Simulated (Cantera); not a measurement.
A freely propagating, adiabatic, planar premixed flame of CO : H₂ : O₂ : N₂ = 1 : 1.1 : 1.57 : 7.05 (molar parts), unburnt at 475 K and 0.320 bar; mixture-averaged transport, grid criteria slope 0.08 and curve 0.16, no radiation.

Cantera simulation using GRI-Mech 3.0 (53 species, 325 reactions); the numbers are that mechanism's predictions, not measurements. Burning velocities carry a grid error of a few per cent, more on coarse grids.

Problem. Predict: laminar burning velocity; thermal thickness; peak x(OH); peak x(H₂O₂); peak x(O).

Solution. 
```
Property                     Value
------------------------  --------
laminar burning velocity  142 cm/s
thermal thickness          2.36 mm
peak x(OH)                 0.00673
peak x(H₂O₂)               1.89e-5
peak x(O)                   0.0103
```
